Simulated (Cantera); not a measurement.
An isothermal, constant-pressure homogeneous reactor starts with 15.4 % H₂, 11.0 % O₂, 73.6 % N₂, at 1148 K and 1.00 bar.

Computed with Cantera and the H2/O2 subset of GRI-Mech 3.0, which has no nitrogen chemistry. The temperature is held fixed by assumption; the heat of reaction is taken as removed at once.

x: mole fraction; the columns are a selection and need not sum to one.

```
t (s)         x H₂    x O₂       x H    x H₂O₂       x O
--------  --------  ------  --------  --------  --------
1.00e-5      0.154   0.110   8.79e-9  1.48e-11   1.42e-9
4.61e-5      0.154   0.110   6.84e-6   6.91e-9   1.16e-6
0.000213   0.00422  0.0375  0.000768   6.87e-6  0.000460
0.000980  0.000427  0.0359   6.46e-6   1.42e-6   1.43e-5
0.00452    5.03e-5  0.0357   2.14e-7   1.52e-7   9.21e-7
0.0208           ?  0.0357         ?         ?         ?
0.0960     2.95e-8  0.0357  1.06e-10   5.38e-9   1.85e-8
0.443      6.68e-9  0.0357  1.28e-11   1.27e-9   4.23e-9
2.04       3.71e-9  0.0357  4.60e-12  5.00e-10   1.63e-9
9.41       3.64e-9  0.0357  4.35e-12  4.64e-10   1.51e-9
43.4       3.64e-9  0.0357  4.35e-12  4.64e-10   1.51e-9
200        3.64e-9  0.0357  4.35e-12  4.64e-10   1.51e-9
```

**Question.** Complete the blanks.

**Answer.** 
- 0.0208, x H₂: 1.52e-6
- 0.0208, x H: 3.40e-9
- 0.0208, x H₂O₂: 2.42e-8
- 0.0208, x O: 9.35e-8
